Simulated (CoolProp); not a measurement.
Saturation properties of toluene.

Model: reference Helmholtz-energy equation of state, Lemmon 2006, in CoolProp. It is a short technical equation, of lower accuracy than the large ones.

```
T (K)  p (kPa)  vapour density (kg/m³)  liquid cp (kJ/(kg K))  vapour viscosity (µPa s)  liquid conductivity (mW/(m K))
-----  -------  ----------------------  ---------------------  ------------------------  ------------------------------
445.7    446.1                   12.52                  2.253                      10.1                            93.0
464.8    645.0                   18.03                  2.340                      10.6                            89.2
483.9    903.8                   25.44                  2.436                      11.1                            85.9
503       1234                   35.42                  2.548                      11.6                            82.9
522.1     1646                   49.06                  2.689                      12.3                            80.3
541.1     2153                   68.20                  2.890                      13.2                            78.2
560.2     2776                   97.35                  3.265                      14.4                            76.5
579.3     3538                   150.1                  4.641                      17.0                            76.7
```

It boils at 383.7 K under 1 atm.

Viscosity comes from a separate model (Avgeri 2015). Thermal conductivity comes from a separate model (Assael 2012).
